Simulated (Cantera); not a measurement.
**Adiabatic ignition**

An adiabatic, constant-volume homogeneous reactor starts with CH4 : C2H6 : C3H8 : O2 : N2 : H2O = 1 : 0.088 : 0.38 : 4.21 : 15.8 : 4.4 (molar parts), equivalence ratio 1.00, at 1548 K and 0.987 atm.

Cantera simulation using GRI-Mech 3.0 (53 species, 325 reactions); the numbers are that mechanism's predictions, not measurements. GRI-Mech 3.0 was tuned for natural gas; its chemistry of propane as a main component is partial and can be far from experiment.

| t (s) | T (K) | P (bar) | x CH4 | x C2H6 | x C3H8 | x NO2 | x CH2O |
|---|---|---|---|---|---|---|---|
| 3.00e-6 | 1544 | 0.998 | 0.0386 | 0.00336 | 0.0143 | <1e-12 | 9.49e-6 |
| 9.49e-6 | 1539 | 0.996 | 0.0382 | 0.00331 | 0.0132 | <1e-12 | 0.000185 |
| 3.00e-5 | 1543 | 1.00 | 0.0368 | 0.00378 | 0.00914 | <1e-12 | 0.00118 |
| 9.49e-5 | 2495 | 1.74 | <1e-12 | <1e-12 | <1e-12 | 1.05e-8 | 6.39e-10 |
| 0.000300 | 2758 | 1.89 | <1e-12 | <1e-12 | <1e-12 | 3.77e-7 | 5.94e-10 |
| 0.000949 | 2753 | 1.89 | <1e-12 | <1e-12 | <1e-12 | 1.33e-6 | 6.00e-10 |
| 0.00300 | 2747 | 1.88 | <1e-12 | <1e-12 | <1e-12 | 2.36e-6 | 6.08e-10 |
| 0.00949 | 2746 | 1.88 | <1e-12 | <1e-12 | <1e-12 | 2.50e-6 | 6.10e-10 |
| 0.0300 | 2746 | 1.88 | <1e-12 | <1e-12 | <1e-12 | 2.50e-6 | 6.10e-10 |
| 0.0949 | 2746 | 1.88 | <1e-12 | <1e-12 | <1e-12 | 2.50e-6 | 6.10e-10 |
| 0.300 | 2746 | 1.88 | <1e-12 | <1e-12 | <1e-12 | 2.50e-6 | 6.10e-10 |
| 0.949 | 2746 | 1.88 | <1e-12 | <1e-12 | <1e-12 | 2.50e-6 | 6.10e-10 |
| 3.00 | 2746 | 1.88 | <1e-12 | <1e-12 | <1e-12 | 2.50e-6 | 6.10e-10 |
x: mole fraction; the columns are a selection and need not sum to one.

```yaml
time_of_steepest_temperature_rise: 81.3 µs
temperature at 3.00 s: 2746 K
equilibrium_temperature: 2746 K
x(CH4) at 3.00 s: <1e-12 (gas-phase equilibrium <1e-12)
x(C2H6) at 3.00 s: <1e-12 (gas-phase equilibrium <1e-12)
x(C3H8) at 3.00 s: <1e-12 (gas-phase equilibrium <1e-12)
```
